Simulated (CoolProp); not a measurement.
A single-stage vapour-compression cycle with C3F8 (R218): evaporating at 204.15 K (dew point), condensing at 271.15 K (bubble point), superheat 5 K, subcooling 5 K, compressor efficiency 0.9, no pressure losses. Each further row changes one setting.

The numbers come from the reference Helmholtz-energy equation of state, Lemmon 2006 in CoolProp. It is a short technical equation, of lower accuracy than the large ones.

| case | cooling COP | pressure ratio | discharge temperature (K) | refrigerating effect (kJ/kg) | volumetric capacity (kJ/m³) |
|---|---|---|---|---|---|
| as stated | 1.77 | 21.7 | 271.1 | 58.7 | 115 |
| evaporating temperature 209.15 K | 2.06 | 15.9 | 271.1 | 61.8 | 162 |
| condensing temperature 266.15 K | 2.04 | 18.4 | 266.2 | 64.0 | 125 |
| subcooling 10 K | 1.93 | 21.7 | 271.1 | 64.0 | 125 |
| superheat 15 K | 1.86 | 21.7 | 276.3 | 65.3 | 122 |
| compressor efficiency 0.8 | 1.57 | 21.7 | 271.2 | 58.7 | 115 |

The compression ends wet for: as stated; evaporating temperature 209.15 K; condensing temperature 266.15 K; subcooling 10 K.
